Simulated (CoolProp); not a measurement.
Vapour-liquid equilibrium of R22 (1) + R113 (2) at 243.9 K; x and y are mole fractions of (1).

Computed with CoolProp (multi-fluid Helmholtz-energy mixture model, Kamei 1995 and Marx 1992; pair parameters Bell 2016).

```csv
x,"bubble pressure, mixture model (bar)","bubble pressure, Raoult's law (bar)","y, mixture model","y, Raoult's law"
0.05,0.1383,0.1127,0.795,0.750
0.125,0.3062,0.2373,0.914,0.891
0.2,0.4719,0.3620,0.948,0.935
0.275,0.6283,0.4866,0.964,0.956
0.35,0.7714,0.6112,0.973,0.969
0.425,0.8999,0.7359,0.979,0.977
0.5,1.015,0.8605,0.983,0.983
0.575,1.118,0.9852,0.986,0.987
0.65,1.214,1.110,0.989,0.991
0.725,1.306,1.234,0.991,0.993
0.8,1.400,1.359,0.993,0.996
0.875,1.499,1.484,0.995,0.998
0.95,1.609,1.608,0.998,0.999
```

The largest gap from Raoult's law is +30.4 % in bubble pressure, at x = 0.2. No azeotrope shows between x = 0.05 and 0.95.

Pair parameters are fitted to limited data, so mixtures are less certain than the pure fluids.
